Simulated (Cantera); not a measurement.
Charge: 1 mol Pb, 0.13 mol CO, 1.2 mol N2, at 4700 Pa.

Cantera equilibrium calculation (NASA polynomials, part measured and part estimated; ideal gas, pure solids and liquids). Candidate condensed phases: C, Pb, PbO, PbO2, Pb3O4; 27 gas species. The numbers say what is thermodynamically allowed, not how fast it happens.

x: gas mole fraction; n: condensed amount in mol.

```json
[
 {"T (°C)": "527", "x N2": "0.919", "x Pb": "1.31e-6", "x CO": "0.0629", "x CO2": "0.0183", "n C(graphite)": "[?]", "n Pb(l)": "1.000"},
 {"T (°C)": "627", "x N2": "0.904", "x Pb": "2.91e-5", "x CO": "0.0934", "x CO2": "0.00229", "n C(graphite)": "[?]", "n Pb(l)": "1.000"},
 {"T (°C)": "727", "x N2": "0.902", "x Pb": "0.000345", "x CO": "0.0972", "x CO2": "0.000252", "n C(graphite)": "[?]", "n Pb(l)": "1.000"},
 {"T (°C)": "827", "x N2": "0.900", "x Pb": "0.00258", "x CO": "0.0974", "x CO2": "3.94e-5", "n C(graphite)": "[?]", "n Pb(l)": "0.997"},
 {"T (°C)": "927", "x N2": "0.890", "x Pb": "0.0137", "x CO": "0.0964", "x CO2": "8.25e-6", "n C(graphite)": "0", "n Pb(l)": "0.982"},
 {"T (°C)": "1027", "x N2": "0.852", "x Pb": "0.0558", "x CO": "0.0923", "x CO2": "2.07e-6", "n C(graphite)": "0", "n Pb(l)": "0.921"},
 {"T (°C)": "1127", "x N2": "0.735", "x Pb": "0.185", "x CO": "0.0796", "x CO2": "5.11e-7", "n C(graphite)": "0", "n Pb(l)": "0.697"},
 {"T (°C)": "1227", "x N2": "0.515", "x Pb": "0.429", "x CO": "0.0558", "x CO2": "9.71e-8", "n C(graphite)": "0", "n Pb(l)": "0"},
 {"T (°C)": "1327", "x N2": "0.515", "x Pb": "0.429", "x CO": "0.0558", "x CO2": "4.26e-8", "n C(graphite)": "0", "n Pb(l)": "0"}
]
```

Problem. Fill in the missing entries.

Solution. 
- 527, n C(graphite): 0.0240
- 627, n C(graphite): 0.00304
- 727, n C(graphite): 0.000335
- 827, n C(graphite): 5.25e-5
